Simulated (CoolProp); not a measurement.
Vapour-liquid equilibrium of ammonia (1) + benzene (2) at 88.85 °C; x and y are mole fractions of (1).

The numbers come from the multi-fluid Helmholtz-energy mixture model, Gao 2020 and Thol 2012; pair parameters Bell 2016 in CoolProp.

```csv
x,bubble pressure (MPa),y at the bubble point,dew pressure at overall composition x (MPa),liquid density (mol/L)
0.05,0.5165,0.736,[?],10.66
0.2,1.583,0.908,0.1659,11.93
0.35,2.385,0.937,0.2052,13.46
0.5,[?],0.949,0.2682,[?]
0.65,3.398,0.959,[?],17.79
0.8,3.932,0.971,[?],21.12
0.95,[?],[?],2.971,26.16
```

### Question
Complete the blanks.

### Answer

- 0.05, dew pressure at overall composition x (MPa): 0.1389
- 0.5, bubble pressure (MPa): 2.940
- 0.5, liquid density (mol/L): 15.35
- 0.65, dew pressure at overall composition x (MPa): 0.3859
- 0.8, dew pressure at overall composition x (MPa): 0.6874
- 0.95, bubble pressure (MPa): 4.683
- 0.95, y at the bubble point: 0.991

No azeotrope shows between x = 0.05 and 0.95.

The pair parameters rest on a limited set of measurements; away from them the model extrapolates. The gap from Raoult's law changes sign with composition, which may be real or a fault of the pair parameters; it wasn't checked against measurements.
